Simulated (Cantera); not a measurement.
A closed system holds: 1 mol CH3SiCl3, 32 mol H2, held at 90.0 Torr.

These are equilibrium values from Cantera (NASA tables, ideal gas, pure condensed phases), not measurements of a reactor. Candidate condensed phases: C, C6H6, C7H8, C8H18, Si, SiC; 109 gas species. The feed counts by its element totals alone. The tables' values for SiCl are old estimates; treat these amounts as uncertain. Gases not in the tables: Si2H6 and higher silanes. Kinetics and transport are ignored. All values below are at 2398 K.

Base state: H2 0.867, HCl 0.0751, H 0.0424, Si 0.00415, C2H2 (acetylene) 0.00386, Cl 0.00262, SiCl2 0.00243, SiCl 0.000693 (mole fractions); condensed: SiC(s).

### Question
What changes in the equilibrium state with this change: CH3SiCl3 replaced by SiH4?

### Answer
```json
[
 {"species": "H2", "before": "0.867", "after": "0.935"},
 {"species": "H", "before": "0.0424", "after": "0.0440"},
 {"species": "Si", "before": "0.00415", "after": "0.0178"},
 {"species": "HCl", "before": "0.0751", "after": "0"},
 {"species": "C2H2 (acetylene)", "before": "0.00386", "after": "0"},
 {"species": "Cl", "before": "0.00262", "after": "0"},
 {"species": "SiCl2", "before": "0.00243", "after": "0"},
 {"species": "SiCl", "before": "0.000693", "after": "0"},
 {"species": "SiC2", "before": "0.000510", "after": "0"},
 {"species": "SiC(s), mol", "before": "0.666", "after": "0"},
 {"species": "Si(l), mol", "before": "0", "after": "0.241"}
]
```
